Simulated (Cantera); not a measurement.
**Premixed flame**

A freely propagating, adiabatic, planar premixed flame of 11.6 % CH₄, 23.3 % O₂, 65.1 % N₂, unburnt at 500 K and 4.93 atm; multicomponent+Soret transport, grid criteria slope 0.08 and curve 0.16, no radiation.

Cantera simulation using GRI-Mech 3.0 (53 species, 325 reactions); the numbers are that mechanism's predictions, not measurements. Burning velocities carry a grid error of a few per cent, more on coarse grids.

```tsv
z (mm)	T (K)	u (m/s)	x CH₄	x O₂	x N₂O	x C₂H₆	x HCN	x C₂H₄
-0.227	500	0.872	0.116	0.232	<1e-8	2.15e-8	<1e-8	1.82e-8
-0.151	502	0.877	0.116	0.232	<1e-8	4.65e-7	<1e-8	3.46e-7
-0.114	512	0.895	0.114	0.231	<1e-8	3.61e-6	<1e-8	2.42e-6
-0.0757	589	1.03	0.107	0.226	<1e-8	5.44e-5	9.64e-8	3.10e-5
-0.0379	1077	1.92	0.0746	0.183	4.82e-8	0.000777	1.26e-6	0.000400
-0.0189	1563	2.82	0.0402	0.130	1.23e-7	0.000985	3.16e-6	0.000823
0	2011	3.66	0.00884	0.0723	2.38e-7	9.85e-5	6.17e-6	0.000435
0.0189	2208	4.02	0.000542	0.0400	3.72e-7	3.54e-7	5.12e-6	1.79e-5
0.0379	2281	4.13	1.65e-5	0.0290	4.66e-7	<1e-8	1.80e-6	1.63e-7
0.0757	2369	4.26	2.98e-8	0.0226	5.14e-7	<1e-8	1.76e-7	<1e-8
0.151	2462	4.40	<1e-8	0.0183	5.39e-7	<1e-8	<1e-8	<1e-8
0.303	2534	4.51	<1e-8	0.0149	5.60e-7	<1e-8	<1e-8	<1e-8
0.606	2570	4.56	<1e-8	0.0132	5.66e-7	<1e-8	<1e-8	<1e-8
```
x: mole fraction of selected species; z is measured from the peak of heat release.

```json
{
  "laminar_burning_velocity": "87.2 cm/s",
  "thermal_thickness": "0.0757 mm",
  "peak x(C₂H₆)": "0.00109",
  "peak x(HCN)": "6.64e-6",
  "peak x(C₂H₄)": "0.000856",
  "grid_points": "166"
}
```
